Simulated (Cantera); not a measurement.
**Catalytic combustion on Pt**

An isothermal plug-flow reactor at 1098 K and 1.00 bar (inlet), inlet velocity 2.9 m/s, active area per volume 460 1/m; feed CH4 : O2 : N2 = 0.0024 : 0.21 : 0.79 (molar parts).

Model: Deutschmann's 1995 Pt surface mechanism with GRI-Mech 3.0 gas chemistry, integrated in Cantera. Catalytic surfaces can have several steady states; this one follows from the mechanism file's or the stated starting coverage. Mass transfer to the wall is taken as infinitely fast.

| z (m) | x CH4 | x O2 | x H2O | x CO2 | x CO | θ free Pt | θ O* |
|---|---|---|---|---|---|---|---|
| 4.7e-05 | 0.00239 | 0.209 | 4.89e-6 | 2.17e-6 | 2.81e-7 | 0.261 | 0.739 |
| 7.8e-05 | 0.00239 | 0.209 | 8.12e-6 | 3.62e-6 | 4.41e-7 | 0.261 | 0.739 |
| 0.00013 | 0.00239 | 0.209 | 1.35e-5 | 6.09e-6 | 6.72e-7 | 0.261 | 0.739 |
| 0.00022 | 0.00238 | 0.209 | 2.29e-5 | 1.05e-5 | 9.78e-7 | 0.261 | 0.739 |
| 0.00036 | 0.00238 | 0.209 | 3.74e-5 | 1.74e-5 | 1.29e-6 | 0.261 | 0.739 |
| 0.0006 | 0.00236 | 0.209 | 6.21e-5 | 2.95e-5 | 1.56e-6 | 0.261 | 0.739 |
| 0.001 | 0.00234 | 0.209 | 0.000103 | 4.98e-5 | 1.69e-6 | 0.261 | 0.739 |
| 0.0017 | 0.00231 | 0.209 | 0.000174 | 8.52e-5 | 1.70e-6 | 0.261 | 0.739 |
| 0.0028 | 0.00225 | 0.209 | 0.000283 | 0.000140 | 1.67e-6 | 0.261 | 0.739 |
| 0.0047 | 0.00216 | 0.209 | 0.000466 | 0.000231 | 1.60e-6 | 0.261 | 0.739 |
x: gas mole fraction; θ: surface coverage.
